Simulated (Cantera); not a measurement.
Charge: 1 mol SiF4, 6.8 mol NH3, 14 mol N2, at 852 °C and 1.00 bar.

Cantera equilibrium calculation (NASA polynomials, part measured and part estimated; ideal gas, pure solids and liquids). Candidate condensed phases: Si, Si3N4; 37 gas species. The tables' values for SiF3 are old estimates; treat these amounts as uncertain. The numbers say what is thermodynamically allowed, not how fast it happens.

Base state: N2 0.608, H2 0.356, SiF4 0.0346, HF 0.000778, SiHF3 0.000210, NH3 4.60e-5, SiF3 1.05e-5 (mole fractions); condensed: Si3N4(s).

### Question
What changes in the equilibrium state with this change: temperature from 852 °C to 1100 °C?

### Answer
```tsv
species	before	after
N2	0.608	0.608
H2	0.356	0.355
SiF4	0.0346	0.0334
HF	0.000778	0.00279
SiF3	1.05e-5	0.000362
SiHF3	0.000210	0.000769
NH3	4.60e-5	1.55e-5
Si3N4(s), mol	0.00132	0.00390
```

### Question
What changes in the equilibrium state with this change: SiF4 replaced by SiCl4?

### Answer
```csv
species,before,after
N2,0.608,0.579
H2,0.356,0.286
HCl,0,0.134
SiF4,0.0346,0
SiCl4,0,0.00110
HF,0.000778,0
SiHF3,0.000210,0
SiHCl3,0,4.06e-5
SiF3,1.05e-5,0
"Si3N4(s), mol",0.00132,0.322
```
Further candidate phases: NH4Cl.
